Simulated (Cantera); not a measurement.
What does this Cantera script print?

```python
import numpy as np
import cantera as ct

gas = ct.Solution("gri30.yaml")


def delay(T, t_max=10):
    gas.TPX = T, 500000, {'C3H8': 1, 'O2': 2.63, 'N2': 15.8}
    reactor = ct.IdealGasReactor(gas, clone=False)
    net = ct.ReactorNet([reactor])
    net.rtol, net.atol = 1e-8, 1e-16
    while net.time < t_max:
        t_old, T_old = net.time, reactor.T
        net.step()
        if reactor.T > T + 400:  # ignition: a rise of 400 K
            return t_old + (T + 400 - T_old) / (reactor.T - T_old) * (net.time - t_old)
    return np.nan


taus = []
for T in [1150, 1225, 1300, 1375, 1450, 1525, 1600, 1675, 1750, 1825]:
    taus.append(delay(T))
    print(f"T0 = {T:6g} K   tau = {taus[-1]:.4e} s")
```

Result:

```
T0 =   1150 K   tau = 9.6787e-03 s
T0 =   1225 K   tau = 2.1876e-03 s
T0 =   1300 K   tau = 5.7451e-04 s
T0 =   1375 K   tau = 1.8080e-04 s
T0 =   1450 K   tau = 6.8109e-05 s
T0 =   1525 K   tau = 3.0224e-05 s
T0 =   1600 K   tau = 1.5471e-05 s
T0 =   1675 K   tau = 8.9334e-06 s
T0 =   1750 K   tau = 5.6921e-06 s
T0 =   1825 K   tau = 3.9228e-06 s
```

Detailed kinetics in Cantera: GRI-Mech 3.0 (53 species, 325 reactions). GRI-Mech 3.0 was tuned for natural gas; its chemistry of propane as a main component is partial and can be far from experiment.
